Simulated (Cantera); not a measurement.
Feed: 1 mol SiH4, 3.4 mol NO, 0.23 mol H2, held at 188 Torr.

These are equilibrium values from Cantera (NASA tables, ideal gas, pure condensed phases), not measurements of a reactor. Candidate condensed phases: H2O, Si, SiO2, Si2N2O, Si3N4; 35 gas species. The tables hold silica as quartz up to 1696 K and as liquid above; real silica turns to tridymite and cristobalite and melts near 1996 K. Gases not in the tables: Si(OH)4. Rates play no part.

x: gas mole fraction; n: condensed amount in mol.

```json
[
 {"T (K)": "900", "x N2": "0.433", "x H2O": "0.356", "x H2": "0.211", "x H": "1.07e-10", "x SiO": "<1e-12", "x OH": "<1e-12", "n SiO2(β-quartz)": "1.00", "n SiO2(condensed)": "0", "n SiO2(l)": "0"},
 {"T (K)": "1100", "x N2": "0.433", "x H2O": "0.356", "x H2": "0.211", "x H": "2.38e-8", "x SiO": "<1e-12", "x OH": "1.79e-10", "n SiO2(β-quartz)": "1.00", "n SiO2(condensed)": "0", "n SiO2(l)": "0"},
 {"T (K)": "1300", "x N2": "0.433", "x H2O": "0.356", "x H2": "0.211", "x H": "1.02e-6", "x SiO": "[?]", "x OH": "2.24e-8", "n SiO2(β-quartz)": "1.00", "n SiO2(condensed)": "0", "n SiO2(l)": "0"},
 {"T (K)": "1500", "x N2": "0.433", "x H2O": "0.356", "x H2": "0.211", "x H": "1.62e-5", "x SiO": "[?]", "x OH": "7.79e-7", "n SiO2(β-quartz)": "1.00", "n SiO2(condensed)": "0", "n SiO2(l)": "0"},
 {"T (K)": "1700", "x N2": "0.433", "x H2O": "0.356", "x H2": "0.211", "x H": "0.000135", "x SiO": "[?]", "x OH": "1.18e-5", "n SiO2(β-quartz)": "0", "n SiO2(condensed)": "1.000", "n SiO2(l)": "0"},
 {"T (K)": "1900", "x N2": "0.432", "x H2O": "0.356", "x H2": "0.211", "x H": "0.000729", "x SiO": "[?]", "x OH": "0.000101", "n SiO2(β-quartz)": "0", "n SiO2(condensed)": "1.000", "n SiO2(l)": "0"},
 {"T (K)": "2100", "x N2": "0.431", "x H2O": "0.355", "x H2": "0.209", "x H": "0.00285", "x SiO": "[?]", "x OH": "0.000577", "n SiO2(β-quartz)": "0", "n SiO2(condensed)": "0", "n SiO2(l)": "0.997"}
]
```

Q: What belongs in the gaps?

A: 
- 1300, x SiO: 4.99e-12
- 1500, x SiO: 4.06e-9
- 1700, x SiO: 6.55e-7
- 1900, x SiO: 3.28e-5
- 2100, x SiO: 0.000745
